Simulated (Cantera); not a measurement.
Standard-state values (1 bar) from the NASA 1993 polynomials, evaluated with Cantera. Values are per mole of reaction as written; species without (g) are pure solids or liquids, kept so even where they would boil at 1 bar.

### Question
Between 698 and 898 K, where is each reaction favourable under standard conditions?
- 2 SF₆(g) ⇌ 12 F(g) + S₂(g)
- S + 6 F(g) ⇌ SF₆(g)

### Answer
- 2 SF₆(g) ⇌ 12 F(g) + S₂(g): ΔG° is 2426 kJ at 698 K and 2106 kJ at 898 K; it stays positive (K < 1). ΔH° is 3543 kJ and ΔS° 1600 J/K at 898 K.
- S + 6 F(g) ⇌ SF₆(g): ΔG° is -1202 kJ at 698 K and -1054 kJ at 898 K; it stays negative (K > 1). ΔH° is -1719 kJ and ΔS° -740 J/K at 898 K.
